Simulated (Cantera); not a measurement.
A closed system holds: 1 mol SiCl₄, 26 mol N₂O, 0.93 mol H₂, held at 1073.15 K and 0.133 bar.

Cantera equilibrium calculation (NASA polynomials, part measured and part estimated; ideal gas, pure solids and liquids). Candidate condensed phases: H₂O, NH₄Cl, Si, SiO₂, Si₂N₂O, Si₃N₄; 47 gas species. Equilibrium is a limit: real reactors are often held back by kinetics, nucleation or transport.

Base state: N₂ 0.636, O₂ 0.292, HCl 0.0407, Cl₂ 0.0283, H₂O 0.00240, Cl 0.000497, NO 7.01e-5 (mole fractions); condensed: SiO₂(β-quartz).

**Question.** What changes in the equilibrium state with this change: H₂ from 0.93 to 0.12 mol?

**Answer.** 
| species | before | after |
|---|---|---|
| N₂ | 0.636 | 0.648 |
| O₂ | 0.292 | 0.299 |
| Cl₂ | 0.0283 | 0.0466 |
| HCl | 0.0407 | 0.00592 |
| H₂O | 0.00240 | 3.13e-5 |
| Cl | 0.000497 | 0.000637 |
| SiO₂(β-quartz), mol | 1.00 | 1.00 |

**Question.** What changes in the equilibrium state with this change: SiCl₄ replaced by SiH₂Cl₂?

**Answer.** 
```csv
species,before,after
N₂,0.636,0.643
O₂,0.292,0.284
HCl,0.0407,0.0435
Cl₂,0.0283,0.00294
H₂O,0.00240,0.0260
Cl,0.000497,0.000160
NO,7.01e-5,6.95e-5
"SiO₂(β-quartz), mol",1.00,1.00
```

**Question.** What changes in the equilibrium state with this change: temperature from 1073.15 K to 998 K?

**Answer.** 
```json
[
 {"species": "N₂", "before": "0.636", "after": "0.636"},
 {"species": "O₂", "before": "0.292", "after": "0.292"},
 {"species": "HCl", "before": "0.0407", "after": "0.0387"},
 {"species": "Cl₂", "before": "0.0283", "after": "0.0295"},
 {"species": "H₂O", "before": "0.00240", "after": "0.00343"},
 {"species": "Cl", "before": "0.000497", "after": "0.000177"},
 {"species": "NO", "before": "7.01e-5", "after": "3.24e-5"},
 {"species": "SiO₂(β-quartz), mol", "before": "1.00", "after": "1.00"}
]
```
